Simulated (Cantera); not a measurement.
**Adiabatic ignition**

An adiabatic, constant-volume homogeneous reactor starts with CH₄ : O₂ : N₂ = 1 : 2 : 19 (molar parts), equivalence ratio 1.0, at 1148 K and 8.10 bar.

Cantera simulation using GRI-Mech 3.0 (53 species, 325 reactions); the numbers are that mechanism's predictions, not measurements.

```tsv
t (s)	T (K)	P (bar)	x CH₄	x O₂	x CO₂	x NO	x HO₂	x H₂	x H
2.00e-6	1148	8.10	0.0455	0.0909	<1e-12	<1e-12	1.10e-9	2.10e-12	<1e-12
4.85e-6	1148	8.10	0.0455	0.0909	<1e-12	<1e-12	2.66e-9	6.13e-12	<1e-12
1.18e-5	1148	8.10	0.0455	0.0909	<1e-12	<1e-12	6.42e-9	1.98e-11	1.19e-12
2.85e-5	1148	8.10	0.0455	0.0909	<1e-12	<1e-12	1.54e-8	7.69e-11	2.23e-12
6.91e-5	1148	8.10	0.0455	0.0909	<1e-12	<1e-12	3.63e-8	3.73e-10	5.20e-12
0.000168	1148	8.10	0.0455	0.0909	<1e-12	<1e-12	8.23e-8	2.33e-9	1.55e-11
0.000406	1148	8.10	0.0455	0.0909	1.06e-11	<1e-12	1.68e-7	1.96e-8	6.24e-11
0.000985	1148	8.10	0.0455	0.0909	2.73e-10	<1e-12	2.58e-7	1.90e-7	2.28e-10
0.00239	1148	8.10	0.0454	0.0909	2.35e-9	<1e-12	3.49e-7	1.09e-6	3.91e-10
0.00579	1148	8.10	0.0454	0.0909	1.28e-8	<1e-12	6.35e-7	5.06e-6	8.15e-10
0.0140	1151	8.12	0.0451	0.0907	1.98e-7	<1e-12	1.86e-6	3.75e-5	3.74e-9
0.0340	2337	16.5	<1e-12	0.00179	0.0418	0.000715	4.83e-7	0.00133	0.000105
0.0825	2333	16.5	<1e-12	0.00154	0.0416	0.00150	4.26e-7	0.00140	0.000106
0.200	2333	16.5	<1e-12	0.00153	0.0416	0.00150	4.25e-7	0.00140	0.000106
```
x: mole fraction; the columns are a selection and need not sum to one.

```json
{
 "time_of_steepest_temperature_rise": "27.1 ms",
 "temperature at 0.200 s": "2333 K",
 "equilibrium_temperature": "2333 K",
 "x(CH₄) at 0.200 s": "<1e-12 (gas-phase equilibrium <1e-12)",
 "x(O₂) at 0.200 s": "0.00153 (gas-phase equilibrium 0.00153)",
 "x(CO₂) at 0.200 s": "0.0416 (gas-phase equilibrium 0.0416)"
}
```
